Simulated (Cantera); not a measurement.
## Transport properties of process gases

Gas mixture: 21.3 % CH3OH, 31.2 % H2, 18.5 % C2H4, 29.0 % CH4, at 1000000 Pa, frozen composition.

Cantera's kinetic-theory transport with the Lennard-Jones parameters of GRI-Mech 3.0, ideal gas; thermal conductivity in the mixture-averaged form. Polar gases are described roughly by these parameters. The composition is frozen, though it would react at the higher temperatures.

| T (K) | ρ (kg/m³) | cp (J/kg/K) | μ (µPa s) | λ (mW/m/K) | Pr | D (cm²/s) C2H2 | D (cm²/s) CH4 | D (cm²/s) CH3 |
|---|---|---|---|---|---|---|---|---|
| 400 | 5.20 | 2404 | 14.0 | 74.0 | 0.455 | 0.0319 | 0.0436 | 0.0423 |
| 600 | 3.47 | 2999 | 19.9 | 117 | 0.511 | 0.0669 | 0.0908 | 0.0874 |
| 800 | 2.60 | 3487 | 25.0 | 161 | 0.543 | 0.111 | 0.150 | 0.144 |
| 1000 | 2.08 | 3888 | 29.6 | 204 | 0.564 | 0.164 | 0.221 | 0.211 |
| 1200 | 1.73 | 4207 | 33.9 | 247 | 0.576 | 0.224 | 0.301 | 0.288 |
| 1400 | 1.49 | 4464 | 37.8 | 289 | 0.583 | 0.291 | 0.391 | 0.373 |
| 1600 | 1.30 | 4671 | 41.4 | 330 | 0.587 | 0.364 | 0.490 | 0.467 |
D: mixture-averaged diffusion coefficient of that species in the mixture.
